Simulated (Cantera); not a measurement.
Thermodynamics of silicon carbide growth, feed CH3SiCl3 + HCl + H2

Charge: 1 mol CH3SiCl3, 1.2 mol HCl, 42 mol H2, equilibrated at 702 °C and 13.3 mbar.

Equilibrium computed with Cantera from the NASA thermochemical tables; the gas is ideal and each condensed phase is pure. Candidate condensed phases: C, C6H6, C7H8, C8H18, Si, SiC; 109 gas species. The feed counts by its element totals alone. The tables' values for SiCl3 are old estimates; treat these amounts as uncertain. The numbers say what is thermodynamically allowed, not how fast it happens.

```
Quantity                              Result
--------------------------------  ----------
x(H2)                                  0.915
x(HCl)                                0.0812
x(SiCl4)                             0.00240
x(CH4)                               0.00140
x(SiHCl3)                           0.000154
x(SiCl3)                             1.75e-5
x(SiCl2)                             3.62e-6
x(SiH2Cl2)                           1.04e-6
n(C(graphite))                    0.0539 mol
n(SiC(s))                          0.882 mol
gas amount                         46.02 mol
log10 activity of Si(s) (absent)       -3.51
```
